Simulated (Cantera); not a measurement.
Charge: 1 mol Al(CH3)3, 0.82 mol N2O, 39 mol H2, equilibrated at 1075 °C and 12.0 Pa.

Equilibrium computed with Cantera from the NASA thermochemical tables; the gas is ideal and each condensed phase is pure. Candidate condensed phases: Al, AlN, Al2O3, C, C6H6, C7H8, C8H18, H2O; 148 gas species. The feed counts by its element totals alone. Kinetics and transport are ignored.

Base state: H2 0.974, CO 0.0184, N2 0.00716, H 0.000209, HCN 2.68e-5 (mole fractions); condensed: AlN(s) + C(graphite).

Task: What changes in the equilibrium state with this change: temperature from 1075 °C to 502 °C?

Result: 
```
species             before     after
----------------  --------  --------
H2                   0.974     0.986
N2                 0.00716    0.0135
CH4                6.64e-7  0.000239
CO                  0.0184   3.79e-8
H                 0.000209     <1e-9
HCN                2.68e-5   5.64e-9
AlN(s), mol          1.000     0.453
C(graphite), mol      2.18      2.99
Al2O3(s), mol            0     0.273
```

Task: What changes in the equilibrium state with this change: pressure from 12.0 Pa to 15.0 mbar?

Result: 
| species | before | after |
|---|---|---|
| H2 | 0.974 | 0.982 |
| N2 | 0.00716 | 0.0112 |
| CO | 0.0184 | 0.00666 |
| CH4 | 6.64e-7 | 8.43e-5 |
| H | 0.000209 | 1.88e-5 |
| HCN | 2.68e-5 | 3.36e-5 |
| AlN(s), mol | 1.000 | 0.650 |
| C(graphite), mol | 2.18 | 2.70 |
| Al2O3(s), mol | 0 | 0.175 |
Mutual solubility and eutectic melting of coexisting phases are not modelled.
